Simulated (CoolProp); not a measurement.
Dimethyl ether at 263.91 K and 0.444 MPa is throttled through a valve to 0.0389 MPa with no heat exchange. Each further row changes one setting.

The numbers come from the reference Helmholtz-energy equation of state, Wu 2011 in CoolProp.

```
case                        temperature change (K)  final phase  final density (kg/m³)
--------------------------  ----------------------  -----------  ---------------------
as stated                                        ?            ?                      ?
outlet pressure 0.0117 MPa                       ?            ?                      ?
outlet pressure 0.0506 MPa                       ?            ?                   8.58
```

Problem. Complete the blanks.

Solution. 
- as stated, temperature change (K): -35.5
- as stated, final phase: two-phase, vapour fraction 0.163
- as stated, final density (kg/m³): 5.85
- outlet pressure 0.0117 MPa, temperature change (K): -55.9
- outlet pressure 0.0117 MPa, final phase: two-phase, vapour fraction 0.244
- outlet pressure 0.0117 MPa, final density (kg/m³): 1.29
- outlet pressure 0.0506 MPa, temperature change (K): -30.4
- outlet pressure 0.0506 MPa, final phase: two-phase, vapour fraction 0.142
